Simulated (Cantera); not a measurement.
Input: 1 mol SiCl₄, 2.6 mol O₃, held at 1.00 Torr.

Equilibrium computed with Cantera from the NASA thermochemical tables; the gas is ideal and each condensed phase is pure. Candidate condensed phases: Si, SiO₂; 15 gas species. The tables hold silica as quartz up to 1696 K and as liquid above; real silica turns to tridymite and cristobalite and melts near 1996 K. Kinetics and transport are ignored.

x: gas mole fraction; n: condensed amount in mol.

```csv
T (K),x O₂,x Cl,x Cl₂,x ClO,x O,x SiCl₄,n SiO₂(β-quartz)
1000,0.590,0.00676,0.403,1.18e-5,3.31e-9,1.07e-11,1.00
1050,0.588,0.0137,0.399,2.09e-5,1.40e-8,4.27e-11,1.00
1100,0.584,0.0259,0.390,3.51e-5,5.22e-8,1.48e-10,1.00
1150,0.578,?,0.376,?,?,?,1.00
1200,0.569,0.0770,0.354,8.35e-5,5.18e-7,1.17e-9,1.00
1250,0.556,0.121,0.323,0.000119,1.41e-6,2.65e-9,1.00
1300,0.538,?,?,?,?,?,1.00
1350,0.517,0.251,0.231,0.000200,8.31e-6,8.37e-9,1.00
1400,0.495,0.328,0.177,0.000237,1.82e-5,1.12e-8,1.00
1450,0.473,0.401,0.126,0.000264,3.78e-5,1.21e-8,1.00
1500,0.455,0.461,0.0832,0.000279,7.49e-5,1.08e-8,1.00
1550,0.442,0.506,0.0520,0.000284,0.000143,8.19e-9,1.00
```

### Question
Complete the blanks.

### Answer

- 1150, x Cl: 0.0460
- 1150, x ClO: 5.56e-5
- 1150, x O: 1.73e-7
- 1150, x SiCl₄: 4.44e-10
- 1300, x Cl: 0.180
- 1300, x Cl₂: 0.281
- 1300, x ClO: 0.000159
- 1300, x O: 3.56e-6
- 1300, x SiCl₄: 5.14e-9
